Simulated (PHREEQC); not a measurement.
Solution (25 °C): 4.9 mol NaBr, 0.13 mol CaCl2 and 0.6 mol MgCl2 per kg of water. Closed to the air; pH follows from the charge balance.

The numbers come from PHREEQC with the Pitzer model, pitzer.dat.

Each row changes one thing in this solution. Precipitation was switched off in this run.

| case | pH | SI of Halite (NaCl) |
|---|---|---|
| as made | 4.71 | -0.51 |
| MgCl2 left out | 6.30 | -1.48 |
| CaCl2 replaced by HCl at the same molality | -0.20 | -0.57 |
| CaCl2 left out | 4.78 | ___ |
| diluted 10-fold with water | 6.63 | -3.06 |
| CaCl2 from 0.13 to 0.013 mol/kgw | 4.77 | -0.63 |
| NaBr from 4.9 to 0.49 mol/kgw | 6.02 | ___ |

Question: Fill in the missing entries.

Answer: 
- CaCl2 left out, SI of Halite (NaCl): -0.64
- NaBr from 4.9 to 0.49 mol/kgw, SI of Halite (NaCl): -1.99

Species that the database lacks are ignored.
